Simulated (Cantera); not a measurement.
Mixture: 7.93 % CH4, 19.3 % O2, 72.7 % N2, equivalence ratio 0.82, at 16.0 bar, adiabatic and at constant pressure. Ignition delay is the time to a rise of 400 K.

Model: GRI-Mech 3.0 (53 species, 325 reactions), integrated in Cantera. The pressure lies above the range GRI-Mech 3.0 was tuned for (to about 10 atm).

Problem. Predict: delay at 1425 K; delay at 1500 K; delay at 1575 K; delay at 1650 K; delay at 1725 K; apparent activation energy between 1575 and 1725 K.

Solution. 
* **delay at 1425 K**: 0.230 ms
* **delay at 1500 K**: 0.114 ms
* **delay at 1575 K**: 59.3 µs
* **delay at 1650 K**: 32.1 µs
* **delay at 1725 K**: 18.1 µs
* **apparent activation energy between 1575 and 1725 K**: 180 kJ/mol
